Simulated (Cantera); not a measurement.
# Thermodynamics of iron carbonyl, mercury and lead vapours, feed HgO + H2 + N2

Input: 1 mol HgO, 5.7 mol H2, 0.18 mol N2, equilibrated at 1373 K and 87.0 Pa.

Equilibrium computed with Cantera from the NASA thermochemical tables; the gas is ideal and each condensed phase is pure. Candidate condensed phases: H2O, Hg, HgO; 25 gas species. Equilibrium is a limit: real reactors are often held back by kinetics, nucleation or transport.

```
Item                                  Value
--------------------------------  ---------
x(H2)                                 0.683
x(H2O)                                0.145
x(Hg)                                 0.145
x(N2)                                0.0262
x(H)                                9.33e-5
gas amount                        6.880 mol
log10 activity of Hg(l) (absent)      -6.47
```
